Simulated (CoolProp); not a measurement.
Vapour-liquid equilibrium of dimethyl ether (1) + R236EA (2) at 2.97 bar; x and y are mole fractions of (1).

Computed with CoolProp (multi-fluid Helmholtz-energy mixture model, Wu 2011 and Rui 2013; pair parameters Bell 2016).

Give the bubble temperature and the first vapour's composition at x = 0.125, 0.35, 0.65. Is there an azeotrope?

x = 0.125: 308.3 K, y = 0.150; x = 0.35: 304.6 K, y = 0.473; x = 0.65: 292.3 K, y = 0.865. No azeotrope shows between x = 0.05 and 0.95.

The pair parameters rest on a limited set of measurements; away from them the model extrapolates.
